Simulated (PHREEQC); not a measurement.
Alkaline etch or developer

A solution holds 0.23 mol/kgw TMAH, 4.2e-05 mol/kgw Na2SiO3 and 0.012 mol/kgw Na2CO3, at 20 °C. Closed to the air; pH follows from the charge balance.

Equilibrium calculation in PHREEQC: ion-association model, phreeqc.dat.

Each row changes one thing in this solution. This is a speciation only: nothing precipitates in the calculation.

```
case                                               pH  ionic strength (mol/kgw)  Na+ (mol/kgw)  CO3-2 (mol/kgw)  NaCO3- (mol/kgw)  H2SiO4-2 (mol/kgw)  SI of Quartz (SiO2)
----------------------------------------------  -----  ------------------------  -------------  ---------------  ----------------  ------------------  -------------------
as made                                         13.37                     0.264         0.0231           0.0110           0.00104             3.09e-5                -4.50
TMAH replaced by (CH3)4NF at the same molality  11.00                     0.262         0.0218           0.0101          0.000910             4.70e-7                -1.59
diluted 5-fold with water                       12.74                    0.0531        0.00474          0.00232           7.43e-5             2.65e-6                -4.10
TMAH from 0.23 to 0.207 mol/kgw                 13.32                     0.241         0.0230           0.0109           0.00107             2.99e-5                -4.42
TMAH from 0.23 to 0.023 mol/kgw                 12.43                    0.0559         0.0225           0.0104           0.00156             7.92e-6                -3.03
temperature from 20 to 65 °C                    12.09                     0.257              …          0.00764           0.00433             2.65e-5                -4.24
Na2SiO3 from 4.2e-05 to 4.62e-05 mol/kgw        13.37                     0.264         0.0231           0.0110           0.00104             3.39e-5                -4.46
TMAH left out                                   11.13                    0.0318         0.0225          0.00934                 …             4.09e-7                -1.64
```

Q: What belongs in the gaps?

A: 
- temperature from 20 to 65 °C, Na+ (mol/kgw): 0.0198
- TMAH left out, NaCO3- (mol/kgw): 0.00161

Species that the database lacks are ignored. (CH3)4N+ isn't in the database: it is added as a free cation with an ion size of 4 Å. Constants without temperature data keep their 25 °C values here. SiF6-2 is the database's only silicon fluoride.
